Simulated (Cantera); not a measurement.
Feed: 1 mol Si, 1 mol Br2, 8.9 mol HBr, equilibrated at 1277 °C and 5.90 mbar.

Method: chemical equilibrium by Gibbs-energy minimisation in Cantera with the NASA 1993 tables (ideal gas, pure condensed phases). Candidate condensed phases: Br2, Si; 19 gas species. The tables' values for SiBr3 are old estimates; treat these amounts as uncertain. Kinetics and transport are ignored.

Base state: HBr 0.738, Br 0.0996, SiBr2 0.0793, H2 0.0646, SiBr4 0.0108, SiBr3 0.00730, Br2 0.000391, H 0.000104 (mole fractions); condensed: gas only.

Task: What changes in the equilibrium state with this change: pressure from 5.90 mbar to 1.33 mbar?

Result: 
```tsv
species	before	after
HBr	0.738	0.658
Br	0.0996	0.163
SiBr2	0.0793	0.0884
H2	0.0646	0.0848
SiBr4	0.0108	0.00164
SiHBr3	7.27e-5	1.63e-5
SiBr	8.72e-6	2.63e-5
SiBr3	0.00730	0.00301
H	0.000104	0.000251
```
The tables' values for SiBr3, SiBr are old estimates; treat these amounts as uncertain.
